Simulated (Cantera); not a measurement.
# Premixed flame

A freely propagating, adiabatic, planar premixed flame of H2 : O2 : N2 = 1 : 0.333 : 1.25 (molar parts), unburnt at 300 K and 4.44 atm; unity-Lewis-number transport, grid criteria slope 0.08 and curve 0.16, no radiation.

Cantera simulation using the H2/O2 subset of GRI-Mech 3.0, which has no nitrogen chemistry; the numbers are that mechanism's predictions, not measurements. The hydrogen kinetics of GRI-Mech 3.0 are dated; newer H2 mechanisms differ, most at raised pressure. Unity Lewis numbers drop preferential diffusion, which matters most where H2 and H carry the flame. Burning velocities carry a grid error of a few per cent, more on coarse grids.

```tsv
z (mm)	T (K)	u (m/s)	x H2	x O2	x HO2	x H	x H2O	x O
-0.156	300	1.96	0.387	0.129	1.50e-8	<1e-8	1.16e-6	<1e-8
-0.104	300	1.96	0.387	0.129	2.75e-7	<1e-8	2.13e-5	<1e-8
-0.0782	301	1.97	0.387	0.129	1.85e-6	<1e-8	0.000143	1.50e-8
-0.0521	311	2.03	0.386	0.128	1.85e-5	<1e-8	0.00137	1.76e-7
-0.0261	506	3.26	0.367	0.117	0.000444	7.51e-6	0.0253	1.71e-5
-0.0130	914	5.74	0.320	0.0924	0.000633	0.00257	0.0809	0.000276
0	1361	8.30	0.239	0.0543	0.000234	0.0212	0.163	0.00160
0.0130	1643	9.82	0.171	0.0230	8.25e-5	0.0424	0.228	0.00259
0.0261	1794	10.6	0.143	0.00899	2.94e-5	0.0474	0.258	0.00243
0.0521	1939	11.3	0.135	0.00233	7.40e-6	0.0391	0.274	0.00164
0.104	2059	11.9	0.138	0.000779	2.63e-6	0.0258	0.283	0.000792
0.209	2143	12.3	0.142	0.000295	1.05e-6	0.0155	0.288	0.000309
0.417	2198	12.6	0.145	9.81e-5	3.46e-7	0.00873	0.292	0.000103
```
x: mole fraction of selected species; z is measured from the peak of heat release.

```
Item                          Value
------------------------  ---------
laminar burning velocity   196 cm/s
thermal thickness         0.0521 mm
peak x(HO2)                0.000754
peak x(H)                    0.0475
peak x(O)                   0.00262
grid points                     111
```
